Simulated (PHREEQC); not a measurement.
Solution A (0.0018 mol CsOH and 6.3e-07 mol H4SiO4 per kg of water) is mixed with solution B (88 mmol/kgw KOH and 0.05 mmol/kgw Na2CO3) at 25 °C; shares are by mass of water, 1 kg in all. Oxygen is held at 0.21 atm. The system is closed to CO2. Only these solids could form: SiO2(a), Nahcolite, Natron.

Computed with PHREEQC (ion-association model, wateq4f.dat).

```
share of solution B     pH  H3SiO4- (mol/kgw)  H2SiO4-2 (mol/kgw)
-------------------  -----  -----------------  ------------------
0                    11.23            5.99e-7             8.02e-9
0.1                      …            5.19e-7             4.46e-8
0.2                      …            4.31e-7             7.12e-8
0.4                      …            2.83e-7             9.48e-8
0.5                  12.57            2.21e-7             9.38e-8
0.6                      …            1.66e-7             8.57e-8
0.8                  12.75            7.39e-8             5.20e-8
0.9                      …            3.50e-8             2.80e-8
1                    12.83                  0                   0
```

Q: Fill in the missing entries.

A: 
- 0.1, pH: 11.97
- 0.2, pH: 12.22
- 0.4, pH: 12.48
- 0.6, pH: 12.64
- 0.9, pH: 12.79
